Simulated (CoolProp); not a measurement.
Values from CoolProp's reference Helmholtz-energy equation of state, Lemmon 2022.

### Question
For R1234yf, give the phase and the Joule-Thomson coefficient (K/MPa), viscosity (µPa s) at 410 K and 12.1 MPa; 410 K and 26.6 MPa; 410 K and 31.4 MPa.

### Answer
- 410 K and 12.1 MPa: supercritical; Joule-Thomson coefficient 0.964, viscosity 67.8
- 410 K and 26.6 MPa: supercritical; Joule-Thomson coefficient 0.0120, viscosity 105
- 410 K and 31.4 MPa: supercritical; Joule-Thomson coefficient -0.0759, viscosity 116

Viscosity comes from a separate model (Bell 2016), an estimate that may be off by 10 % or more.
